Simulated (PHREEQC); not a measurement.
0.35 g of hydrous ferric oxide (600 m²/g; 0.2 weak and 0.005 strong sites per Fe, Dzombak-Morel constants, diffuse double layer) in 1 kg of water with 0.005 mol/kgw of an inert sodium salt, at 25 °C; the pH is set by adding NaOH or the inert anion's acid. Oxygen is held at 0.21 atm. No CO2 enters from the air. Precipitation was switched off in this run.

Base run: PHREEQC, ion-association model, wateq4f.dat. Each further column changes one thing. The table gives surface charge σ (C/m²).

| pH | base | background salt from 0.005 to 0.0005 mol/kgw | oxide from 0.35 to 1.8 g/kgw | 0.00035 mol/kgw ZnCl2 added |
|---|---|---|---|---|
| 3 | 0.304 | 0.245 | 0.312 | 0.310 |
| 4.33 | 0.148 | 0.075 | 0.154 | 0.157 |
| 5 | 0.091 | 0.039 | 0.093 | 0.097 |
| 5.67 | 0.051 | 0.020 | 0.052 | 0.057 |
| 7 | 0.013 | 0.004 | 0.013 | 0.024 |
| 8.33 | -0.002 | -0.001 | -0.002 | 0.011 |
| 9 | -0.009 | -0.003 | -0.009 | 0.004 |
| 9.67 | -0.021 | -0.008 | -0.022 | -0.003 |
| 11 | -0.081 | -0.049 | -0.083 | -0.025 |

The oxide is taken as insoluble; below pH 4 it would dissolve. In at least one series the solution becomes supersaturated in solids that the run did not let form, among them Zincite(c).
